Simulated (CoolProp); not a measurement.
Vapour-liquid equilibrium of R143a (1) + R1234yf (2) at 15.75 °C; x and y are mole fractions of (1).

The numbers come from the multi-fluid Helmholtz-energy mixture model, Lemmon and Jacobsen 2000 and Lemmon 2022; pair parameters Bell 2016 in CoolProp.

| x | bubble pressure, mixture model (bar) | bubble pressure, Raoult's law (bar) | y, mixture model | y, Raoult's law |
|---|---|---|---|---|
| 0.05 | ___ | 5.451 | ___ | 0.090 |
| 0.2 | 6.203 | 6.144 | 0.303 | 0.320 |
| 0.35 | ___ | 6.837 | 0.477 | 0.504 |
| 0.5 | ___ | 7.530 | 0.622 | 0.653 |
| 0.65 | 8.265 | 8.223 | ___ | 0.778 |
| 0.8 | 8.938 | 8.916 | 0.863 | 0.883 |
| 0.95 | 9.613 | 9.609 | 0.967 | 0.973 |

Q: Some entries are withheld; supply them.

A: 
- 0.05, bubble pressure, mixture model (bar): 5.472
- 0.05, y, mixture model: 0.086
- 0.35, bubble pressure, mixture model (bar): 6.905
- 0.5, bubble pressure, mixture model (bar): 7.590
- 0.65, y, mixture model: 0.749

The largest gap from Raoult's law is +1.0 % in bubble pressure, at x = 0.35. No azeotrope shows between x = 0.05 and 0.95.

The pair parameters rest on a limited set of measurements; away from them the model extrapolates.
